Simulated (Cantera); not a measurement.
A closed system holds: 1 mol SiC, 0.76 mol H2O, 240 mol H2, held at 1925 K and 67.0 Pa.

These are equilibrium values from Cantera (NASA tables, ideal gas, pure condensed phases), not measurements of a reactor. Candidate condensed phases: C, C6H6, C7H8, C8H18, H2O, Si, SiC, SiO2; 123 gas species. Rates play no part.

Base state: H2 0.958, H 0.0361, CO 0.00293, Si 0.00279, SiO 0.000155, C2H2 (acetylene) 6.43e-5, SiH 5.75e-5, Si2C 5.49e-5 (mole fractions); condensed: SiC(s).

**Question.** What changes in the equilibrium state with this change: H2 from 240 to 1 mol?

**Answer.** 
```csv
species,before,after
H2,0.958,0.664
CO,0.00293,0.153
SiO,0.000155,0.141
Si,0.00279,0.0116
H,0.0361,0.0301
C2H2 (acetylene),6.43e-5,2.57e-6
Si2,2.57e-6,4.46e-5
Si2C,5.49e-5,0.000229
"SiC(s), mol",0.227,0.604
```
Gases not in the tables: Si2H6 and higher silanes.
